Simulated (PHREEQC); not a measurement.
Solution (5 °C): 0.23 mol/kgw Mn(NO3)2. Closed to the air; pH follows from the charge balance.

All values are PHREEQC results (ion-association model, phreeqc.dat), not measurements.

Each row changes one thing in this solution. No solid was allowed to form.

```
case                                                  pH  ionic strength (mol/kgw)  NO3- (mol/kgw)
--------------------------------------------------  ----  ------------------------  --------------
as made                                             6.29                     0.652           0.435
Mn(NO3)2 from 0.23 to 0.023 mol/kgw                 6.65                    0.0688          0.0459
Mn(NO3)2 replaced by NaNO3 at the same molality     7.34                     0.230           0.230
Mn(NO3)2 from 0.23 to 0.253 mol/kgw                 6.28                     0.712           0.475
diluted 100-fold with water                         7.01                   0.00690         0.00460
0.011 mol/kgw NaHCO3 added                          6.74                     0.646           0.435
temperature from 5 to 25 °C                         5.92                     0.656           0.437
Mn(NO3)2 from 0.23 to 0.46 mol/kgw                  6.19                      1.22           0.816
Mn(NO3)2 replaced by Cu(NO3)2 at the same molality  4.33                     0.690           0.460
```

The ionic strength passes 0.7 mol/kgw, the rough limit of the ion-association models, in Mn(NO3)2 from 0.23 to 0.253 mol/kgw; Mn(NO3)2 from 0.23 to 0.46 mol/kgw. Complexes and solids missing from the database can't appear. Some of these states are supersaturated (in Rhodochrosite, for instance). At this temperature some constants are extrapolated from 25 °C, and those without enthalpy data are left unchanged.
